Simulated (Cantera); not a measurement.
A freely propagating, adiabatic, planar premixed flame of 3.28 % CH4, 3.28 % C2H6, 19.6 % O2, 73.8 % N2, equivalence ratio 0.92, unburnt at 400 K and 1.00 bar; mixture-averaged transport, grid criteria slope 0.08 and curve 0.16, no radiation.

Computed with Cantera and GRI-Mech 3.0 (53 species, 325 reactions). Burning velocities carry a grid error of a few per cent, more on coarse grids.

x: mole fraction of selected species; z is measured from the peak of heat release.

```json
[
 {"z (mm)": "-1.13", "T (K)": "400", "u (m/s)": "0.611", "x CH4": "0.0328", "x C2H6": "0.0328", "x O2": "0.196", "x NO": "<1e-8", "x N2O": "<1e-8", "x H": "<1e-8"},
 {"z (mm)": "-0.755", "T (K)": "401", "u (m/s)": "0.614", "x CH4": "0.0327", "x C2H6": "0.0328", "x O2": "0.196", "x NO": "<1e-8", "x N2O": "<1e-8", "x H": "<1e-8"},
 {"z (mm)": "-0.566", "T (K)": "407", "u (m/s)": "0.623", "x CH4": "0.0325", "x C2H6": "0.0327", "x O2": "0.195", "x NO": "<1e-8", "x N2O": "<1e-8", "x H": "<1e-8"},
 {"z (mm)": "-0.377", "T (K)": "…", "u (m/s)": "0.704", "x CH4": "0.0314", "x C2H6": "0.0321", "x O2": "0.191", "x NO": "4.84e-8", "x N2O": "<1e-8", "x H": "<1e-8"},
 {"z (mm)": "-0.189", "T (K)": "…", "u (m/s)": "1.32", "x CH4": "0.0241", "x C2H6": "0.0239", "x O2": "0.158", "x NO": "1.16e-6", "x N2O": "1.01e-8", "x H": "1.79e-5"},
 {"z (mm)": "-0.0943", "T (K)": "…", "u (m/s)": "2.01", "x CH4": "0.0154", "x C2H6": "0.0110", "x O2": "0.118", "x NO": "3.29e-6", "x N2O": "2.85e-8", "x H": "0.000304"},
 {"z (mm)": "0", "T (K)": "…", "u (m/s)": "2.68", "x CH4": "0.00474", "x C2H6": "0.000745", "x O2": "0.0717", "x NO": "6.66e-6", "x N2O": "6.39e-8", "x H": "0.00242"},
 {"z (mm)": "0.0943", "T (K)": "1824", "u (m/s)": "2.94", "x CH4": "0.000395", "x C2H6": "1.90e-6", "x O2": "0.0452", "x NO": "1.10e-5", "x N2O": "1.12e-7", "x H": "0.00517"},
 {"z (mm)": "0.189", "T (K)": "1875", "u (m/s)": "3.01", "x CH4": "1.57e-5", "x C2H6": "<1e-8", "x O2": "0.0360", "x NO": "1.41e-5", "x N2O": "1.42e-7", "x H": "0.00621"},
 {"z (mm)": "0.377", "T (K)": "1937", "u (m/s)": "3.09", "x CH4": "2.82e-8", "x C2H6": "<1e-8", "x O2": "0.0306", "x NO": "1.79e-5", "x N2O": "1.54e-7", "x H": "0.00592"},
 {"z (mm)": "0.755", "T (K)": "2012", "u (m/s)": "3.19", "x CH4": "<1e-8", "x C2H6": "<1e-8", "x O2": "0.0271", "x NO": "2.36e-5", "x N2O": "1.62e-7", "x H": "0.00433"},
 {"z (mm)": "1.51", "T (K)": "2092", "u (m/s)": "3.30", "x CH4": "<1e-8", "x C2H6": "<1e-8", "x O2": "0.0241", "x NO": "3.32e-5", "x N2O": "1.79e-7", "x H": "0.00250"},
 {"z (mm)": "3.02", "T (K)": "2161", "u (m/s)": "3.39", "x CH4": "<1e-8", "x C2H6": "<1e-8", "x O2": "0.0213", "x NO": "4.91e-5", "x N2O": "1.98e-7", "x H": "0.00126"}
]
```

Problem. What belongs in the gaps?

Solution. 
- -0.377, T (K): 457
- -0.189, T (K): 839
- -0.0943, T (K): 1261
- 0, T (K): 1663
